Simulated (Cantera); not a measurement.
**C3H8 + CO2 + N2 + O2 (carbon deposition, reforming and gasification)**

Charge: 1 mol C3H8, 5.7 mol CO2, 15 mol N2, 0.14 mol O2, at 450 °C and 920000 Pa.

Cantera equilibrium calculation (NASA polynomials, part measured and part estimated; ideal gas, pure solids and liquids). Candidate condensed phases: C, C6H6, C7H8, C8H18, H2O; 136 gas species. Equilibrium is a limit: real reactors are often held back by kinetics, nucleation or transport.

The x(N2) is 0.650 and the x(CO2) is 0.190. The x(H2O) is 0.123. The x(H2) comes out as 0.0180. The x(CH4) comes out as 0.0160. The x(CO) comes out as 0.00363 and the x(NH3) is 0.000126. The n(C(graphite)) comes out as 3.87 mol and the gas amount is 23.09 mol.
